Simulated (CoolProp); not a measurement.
The numbers come from the reference Helmholtz-energy equation of state, Lemmon 2006 in CoolProp. It is a short technical equation, of lower accuracy than the large ones.

Question: For CH3F (R41), give the phase and the Joule-Thomson coefficient (K/MPa) at 300.5 K and 1.01 bar; 387.7 K and 1.01 bar.

Answer: 
- 300.5 K and 1.01 bar: gas; Joule-Thomson coefficient 17.6
- 387.7 K and 1.01 bar: gas; Joule-Thomson coefficient 8.62
